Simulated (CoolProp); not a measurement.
Vapour pressure (MPa) of ethanol: the reference equation beside estimates from Tc = 241.6 °C, pc = 6.268 MPa, ω = 0.644. Clausius-Clapeyron is anchored at 9.05 °C with a constant enthalpy of vaporisation of 43.17 kJ/mol.

Values from CoolProp's reference Helmholtz-energy equation of state, Schroeder 2014.

```
T (°C)  reference  Clausius-Clapeyron  Redlich-Kwong
------  ---------  ------------------  -------------
-0.95    0.001498            0.001505        0.02981
9.05     0.002960            0.002960        0.04657
18.95    0.005516            0.005522        0.06976
28.85    0.009816            0.009889         0.1011
38.75     0.01676             0.01707         0.1423
48.65     0.02755             0.02849         0.1952
58.55     0.04379             0.04611         0.2617
68.45     0.06746             0.07258         0.3438
78.35      0.1010              0.1114         0.4433
88.35      0.1480              0.1676         0.5637
```

Absolute difference from the reference over all 10 rows, mean and median: Clausius-Clapeyron 4.3 and 2.6 %, Redlich-Kwong 834.3 and 678.8 %.
